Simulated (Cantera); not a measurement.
Feed: 1 mol S, 0.16 mol H2O, 20 mol N2, 0.42 mol SO2, equilibrated at 1523 K and 7.50 Torr.

Equilibrium computed with Cantera from the NASA thermochemical tables; the gas is ideal and each condensed phase is pure. Candidate condensed phases: H2O, H2SO4, S; 35 gas species. Rates play no part.

Base state: N2 0.948, S2 0.0224, SO2 0.0202, H2O 0.00516, H2 0.00224, SO 0.00173, S2O 0.000129, SH 0.000126 (mole fractions); condensed: gas only.

Q: What changes in the equilibrium state with this change: temperature from 1523 K to 2198.15 K?

A: 
```tsv
species	before	after
N2	0.948	0.935
SO	0.00173	0.0210
SO2	0.0202	0.0119
S2	0.0224	0.0109
S	7.92e-5	0.0108
O	3.26e-9	0.000116
O2	3.49e-9	1.87e-5
```
